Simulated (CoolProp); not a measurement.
A closed Brayton cycle with dry air: compressor inlet 312.15 K and 5.4 MPa, high pressure 11.5 MPa, turbine inlet 645 K, compressor efficiency 0.89, turbine efficiency 0.85, recuperator effectiveness 0 (on enthalpy, no pinch check). Each further row changes one setting.

Model: reference Helmholtz-energy equation of state, Lemmon 2000, in CoolProp. It is a pseudo-pure fit of the blend.

```json
[
 {"case": "as stated", "thermal efficiency (%)": "9.2", "net work (kJ/kg)": "24.6", "compressor to turbine work": "0.78", "compressor exit (K)": "397.9", "turbine exit (K)": "541.8"},
 {"case": "turbine inlet 595 K", "thermal efficiency (%)": "7.4", "net work (kJ/kg)": "15.8", "compressor to turbine work": "0.84", "compressor exit (K)": "397.9", "turbine exit (K)": "(withheld)"},
 {"case": "compressor inlet 322.15 K", "thermal efficiency (%)": "8.5", "net work (kJ/kg)": "21.6", "compressor to turbine work": "0.81", "compressor exit (K)": "410.5", "turbine exit (K)": "541.8"},
 {"case": "high pressure 9.78 MPa", "thermal efficiency (%)": "(withheld)", "net work (kJ/kg)": "22.9", "compressor to turbine work": "(withheld)", "compressor exit (K)": "(withheld)", "turbine exit (K)": "(withheld)"},
 {"case": "recuperator effectiveness 0.5", "thermal efficiency (%)": "(withheld)", "net work (kJ/kg)": "24.6", "compressor to turbine work": "0.78", "compressor exit (K)": "397.9", "turbine exit (K)": "541.8"}
]
```

### Question
Complete the blanks.

### Answer

- turbine inlet 595 K, turbine exit (K): 498.7
- high pressure 9.78 MPa, thermal efficiency (%): 8.0
- high pressure 9.78 MPa, compressor to turbine work: 0.74
- high pressure 9.78 MPa, compressor exit (K): 378.0
- high pressure 9.78 MPa, turbine exit (K): 562.4
- recuperator effectiveness 0.5, thermal efficiency (%): 12.8
